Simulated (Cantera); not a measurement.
Cantera with NASA thermochemical tables; ideal gases at 1 bar, condensed phases pure. Values are per mole of reaction as written; species without (g) are pure solids or liquids, kept so even where they would boil at 1 bar.

2 TiO(g) + NO2(g) = NO(g) + Ti2O3, with ΔH° = -1572.5 kJ and ΔS° = -418.7 J/K at 300 K.

Question: How far is the shortcut ΔG° ≈ ΔH°(300 K) − T·ΔS°(300 K) from the full temperature-dependent value at 2523, 2623, 2723, 2823, 2923 K?

Answer: 
```tsv
T (K)	shortcut (kJ)	full (kJ)	difference (kJ)	difference in log10 K	condensed phases
2523	-516.2	-687.4	171.3	-3.55	Ti2O3(l)
2623	-474.3	-661.2	186.9	-3.72	Ti2O3(l)
2723	-432.4	-635.2	202.8	-3.89	Ti2O3(l)
2823	-390.6	-609.5	218.9	-4.05	Ti2O3(l)
2923	-348.7	-583.9	235.2	-4.20	Ti2O3(l)
```
The shortcut ignores heat capacities and the phase changes listed.
